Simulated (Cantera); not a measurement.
Input (Python, Cantera) and output of one run.

```python
import numpy as np
import cantera as ct

gas_names = [...]  # 110 gases of nasa_gas.yaml made of C, F, H
cond_names = """
    C(gr) C6H6(L) C7H8(L) C8H18(L),n-octa
""".split()


# ... load() reads the species with a 1 bar reference pressure and builds the phases ...
atoms = {
    'CHF3': {'C': 1, 'H': 1, 'F': 3},
    'CH4': {'C': 1, 'H': 4},
    'H2': {'H': 2},
}
top_T = {'C(gr)': 4500}  # K; cautious upper limits of use, not melting points


# ... equilibrate(T, P, feed) seeds the gas with the atoms and calls Mixture.equilibrate('TP', solver="vcs", rtol=1e-11, max_steps=5000) ...
results = []
feed = {'CHF3': 1, 'CH4': 1.7, 'H2': 0.89}  # mol
P = 1333.22  # Pa
for T in [2000, 2500, 3000, 3500, 4000, 4500, 5000]:
    mix = equilibrate(T, P, feed)
    results.append((T, P, feed, dict(zip(mix.species_names, mix.species_moles))))

top = {s: max(r[3][s] / sum(r[3][g] for g in gas_names) for r in results) for s in gas_names}
cols = sorted((s for s in top if top[s] > 0.001), key=lambda s: -top[s])[:6]
seen = [c for c in cond_names if any(r[3].get(c, 0) > 1e-12 for r in results)]
print("log10 of partial pressures in bar; condensed amounts in mol")
print(f"{'T/K':>10s}" + "".join(f"{s[:9]:>10s}" for s in cols + seen))
for T, P, feed, n in results:
    ng = sum(n[g] for g in gas_names)
    print(f"{T:10.4g}" + "".join(f"{np.log10(max(n[s] / ng * P / 1e5, 1e-99)):10.3f}" for s in cols)
          + "".join(f"{n.get(c, 0):10.4g}" for c in seen))
```

Output:

```
log10 of partial pressures in bar; condensed amounts in mol
       T/K         H        H2        HF         F         C        C3     C(gr)
      2000    -3.870    -2.163    -2.199    -7.292   -10.517   -10.557     2.695
      2500    -2.730    -2.260    -2.229    -5.378    -6.779    -6.304     2.637
      3000    -2.188    -2.772    -2.351    -3.975    -4.295    -3.506     1.744
      3500    -2.086    -3.715    -2.683    -2.925    -3.107    -3.275         0
      4000    -2.079    -4.563    -3.494    -2.626    -2.681    -4.501         0
      4500    -2.078    -5.234    -4.328    -2.589    -2.634    -6.308         0
      5000    -2.078    -5.773    -5.022    -2.584    -2.630    -7.854         0
```

These are equilibrium values from Cantera (NASA tables, ideal gas, pure condensed phases), not measurements of a reactor.
